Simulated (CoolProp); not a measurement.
A single-stage vapour-compression cycle with ethanol: evaporating at 319.15 K (dew point), condensing at 365.15 K (bubble point), superheat 10 K, subcooling 8 K, compressor efficiency 0.8, no pressure losses. Each further row changes one setting.

Values from CoolProp's reference Helmholtz-energy equation of state, Schroeder 2014.

```tsv
case	cooling COP	pressure ratio	discharge temperature (K)	refrigerating effect (kJ/kg)	volumetric capacity (kJ/m³)
as stated	5.06	6.99	426.3	805	332
evaporating temperature 324.15 K	5.84	___	419.5	812	___
condensing temperature 360.15 K	___	5.82	416.9	820	338
subcooling 13 K	___	6.99	426.3	820	338
superheat 20 K	___	6.99	___	821	328
compressor efficiency 0.7	___	6.99	___	805	332
```

Complete the blanks.


- evaporating temperature 324.15 K, pressure ratio: 5.48
- evaporating temperature 324.15 K, volumetric capacity (kJ/m³): 421
- condensing temperature 360.15 K, cooling COP: 5.75
- subcooling 13 K, cooling COP: 5.16
- superheat 20 K, cooling COP: 5.01
- superheat 20 K, discharge temperature (K): 436.8
- compressor efficiency 0.7, cooling COP: 4.43
- compressor efficiency 0.7, discharge temperature (K): 438.0
